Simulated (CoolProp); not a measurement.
A Linde-Hampson liquefier for oxygen: isothermal reversible compression at 280 K from 1 atm to 40 MPa, throttling to 1 atm, return gas leaving the recuperator 0 K below the feed. Each further row changes one setting.

Values from CoolProp's reference Helmholtz-energy equation of state, Schmidt 1985.

| case | liquid yield per pass | compression work (kJ/kg of gas) |
|---|---|---|
| as stated | (withheld) | 423 |
| high pressure 80 MPa | (withheld) | 485 |
| warm-end temperature 310 K | (withheld) | 476 |
| warm-end gap 5 K | 0.175 | 423 |

**Question.** Fill in the missing entries.

**Answer.** 
- as stated, liquid yield per pass: 0.185
- high pressure 80 MPa, liquid yield per pass: 0.183
- warm-end temperature 310 K, liquid yield per pass: 0.142

Above 300 K oxygen's equation is extrapolated.
